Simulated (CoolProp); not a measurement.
Properties of R143a along the isobar 5.53 MPa.

The numbers come from the reference Helmholtz-energy equation of state, Lemmon and Jacobsen 2000 in CoolProp.

```json
[
 {"T (K)": "259.3", "phase": "liquid", "Z": "0.1977", "cv (kJ/(kg K))": "0.9175", "Joule-Thomson coefficient (K/MPa)": "-0.2108", "expansivity (1/kK)": "2.619", "viscosity (µPa s)": "169", "fugacity coefficient": "0.07637"},
 {"T (K)": "277.1", "phase": "liquid", "Z": "0.1945", "cv (kJ/(kg K))": "0.9461", "Joule-Thomson coefficient (K/MPa)": "-0.1117", "expansivity (1/kK)": "3.000", "viscosity (µPa s)": "146", "fugacity coefficient": "0.1279"},
 {"T (K)": "294.9", "phase": "liquid", "Z": "0.1937", "cv (kJ/(kg K))": "0.9755", "Joule-Thomson coefficient (K/MPa)": "0.03730", "expansivity (1/kK)": "3.581", "viscosity (µPa s)": "125", "fugacity coefficient": "0.1969"},
 {"T (K)": "312.8", "phase": "liquid", "Z": "0.1962", "cv (kJ/(kg K))": "1.006", "Joule-Thomson coefficient (K/MPa)": "0.2859", "expansivity (1/kK)": "4.568", "viscosity (µPa s)": "106", "fugacity coefficient": "0.2829"},
 {"T (K)": "330.6", "phase": "liquid", "Z": "0.2045", "cv (kJ/(kg K))": "1.041", "Joule-Thomson coefficient (K/MPa)": "0.7647", "expansivity (1/kK)": "6.543", "viscosity (µPa s)": "87.0", "fugacity coefficient": "0.3819"},
 {"T (K)": "348.5", "phase": "supercritical", "Z": "0.2272", "cv (kJ/(kg K))": "1.091", "Joule-Thomson coefficient (K/MPa)": "2.042", "expansivity (1/kK)": "12.47", "viscosity (µPa s)": "65.9", "fugacity coefficient": "0.4887"},
 {"T (K)": "366.3", "phase": "supercritical", "Z": "0.3384", "cv (kJ/(kg K))": "1.183", "Joule-Thomson coefficient (K/MPa)": "7.592", "expansivity (1/kK)": "41.86", "viscosity (µPa s)": "36.4", "fugacity coefficient": "0.5882"},
 {"T (K)": "384.1", "phase": "supercritical", "Z": "0.5334", "cv (kJ/(kg K))": "1.136", "Joule-Thomson coefficient (K/MPa)": "9.023", "expansivity (1/kK)": "16.96", "viscosity (µPa s)": "24.0", "fugacity coefficient": "0.6584"},
 {"T (K)": "402", "phase": "supercritical", "Z": "0.6395", "cv (kJ/(kg K))": "1.123", "Joule-Thomson coefficient (K/MPa)": "7.773", "expansivity (1/kK)": "9.793", "viscosity (µPa s)": "21.8", "fugacity coefficient": "0.7107"},
 {"T (K)": "419.8", "phase": "supercritical", "Z": "0.7094", "cv (kJ/(kg K))": "1.128", "Joule-Thomson coefficient (K/MPa)": "6.677", "expansivity (1/kK)": "7.059", "viscosity (µPa s)": "21.1", "fugacity coefficient": "0.7527"},
 {"T (K)": "437.6", "phase": "supercritical", "Z": "0.7609", "cv (kJ/(kg K))": "1.141", "Joule-Thomson coefficient (K/MPa)": "5.804", "expansivity (1/kK)": "5.603", "viscosity (µPa s)": "20.9", "fugacity coefficient": "0.7877"},
 {"T (K)": "455.5", "phase": "supercritical", "Z": "0.8010", "cv (kJ/(kg K))": "1.159", "Joule-Thomson coefficient (K/MPa)": "5.099", "expansivity (1/kK)": "4.686", "viscosity (µPa s)": "21.0", "fugacity coefficient": "0.8174"},
 {"T (K)": "473.3", "phase": "supercritical", "Z": "0.8330", "cv (kJ/(kg K))": "1.178", "Joule-Thomson coefficient (K/MPa)": "4.524", "expansivity (1/kK)": "4.058", "viscosity (µPa s)": "21.2", "fugacity coefficient": "0.8427"},
 {"T (K)": "491.1", "phase": "supercritical", "Z": "0.8593", "cv (kJ/(kg K))": "1.198", "Joule-Thomson coefficient (K/MPa)": "4.045", "expansivity (1/kK)": "3.596", "viscosity (µPa s)": "21.5", "fugacity coefficient": "0.8644"}
]
```

Viscosity comes from a separate model (Klein 1997), an estimate that may be off by 10 % or more.
